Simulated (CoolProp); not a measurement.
Vapour-liquid equilibrium of ethanol (1) + o-xylene (2) at 125.65 °C; x and y are mole fractions of (1).

The numbers come from the multi-fluid Helmholtz-energy mixture model, Schroeder 2014 and Zhou 2012; pair parameters Bell 2016 in CoolProp.

```tsv
x	bubble pressure (MPa)	y at the bubble point	dew pressure at overall composition x (MPa)	liquid density (mol/L)
0.05	0.1406	0.579	0.06322	7.586
0.15	0.2480	0.771	0.07065	7.956
0.25	0.3097	0.824	0.07998	8.376
0.35	0.3468	0.850	0.09210	8.856
0.45	0.3720	0.866	0.1085	9.411
0.55	0.3928	0.881	0.1318	10.06
0.65	0.4135	0.896	0.1678	10.82
0.75	0.4363	0.916	0.2293	11.72
0.85	0.4621	0.943	0.3473	12.79
0.95	0.4906	0.978	0.4682	14.09
```

No azeotrope shows between x = 0.05 and 0.95.

Pair parameters are fitted to limited data, so mixtures are less certain than the pure fluids. With so large a gap from Raoult's law the liquid may split in two, which this calculation doesn't test in full.
